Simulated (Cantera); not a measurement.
Input (Python, Cantera) and output of one run.

```python
import numpy as np
import cantera as ct

gas_names = [...]  # 92 gases of nasa_gas.yaml made of C, H, N
cond_names = """
    C(gr) C6H6(L) C7H8(L) C8H18(L),n-octa
""".split()


# ... load() reads the species with a 1 bar reference pressure and builds the phases ...
atoms = {
    'n-butane': {'C': 4, 'H': 10},
    'NH3': {'N': 1, 'H': 3},
}
top_T = {'C(gr)': 4500}  # K; cautious upper limits of use, not melting points


# ... equilibrate(T, P, feed) seeds the gas with the atoms and calls Mixture.equilibrate('TP', solver="vcs", rtol=1e-11, max_steps=5000) ...
results = []
feed = {'n-butane': 1, 'NH3': 0.02}  # mol
T = 950  # K
P = 1900000  # Pa
mix = equilibrate(T, P, feed)
results.append((T, P, feed, dict(zip(mix.species_names, mix.species_moles))))
print(gas.report(threshold=1e-06))
for i in range(1, mix.n_phases):
    print(f"{mix.phase(i).name:16s} {mix.phase_moles(i):12.5e} mol")
```

Output:

```
       temperature   950 K
          pressure   1.9e+06 Pa
           density   2.4373 kg/m^3
  mean mol. weight   10.132 kg/kmol
   phase of matter   gas

                          1 kg             1 kmol
                     ---------------   ---------------
          enthalpy       -1.4283e+06       -1.4472e+07  J
   internal energy       -2.2078e+06        -2.237e+07  J
           entropy             18951        1.9201e+05  J/K
    Gibbs function       -1.9431e+07       -1.9688e+08  J
 heat capacity c_p            5296.2             53663  J/K
 heat capacity c_v            4475.6             45348  J/K

                      mass frac. Y      mole frac. X     chem. pot. / RT
                     ---------------   ---------------   ---------------
               CH4           0.90667           0.57263           -32.037
              C2H4        4.3857e-06         1.584e-06           -33.488
              C2H6        0.00025505        8.5941e-05           -48.781
                H2          0.084371           0.42404           -15.293
               NH3        0.00039845        0.00023705           -36.737
                N2         0.0083014         0.0030025           -27.595
     [  +86 minor]        5.8005e-07        1.6735e-07

C(gr)             2.16474e+00 mol
```

Equilibrium computed with Cantera from the NASA thermochemical tables; the gas is ideal and each condensed phase is pure.
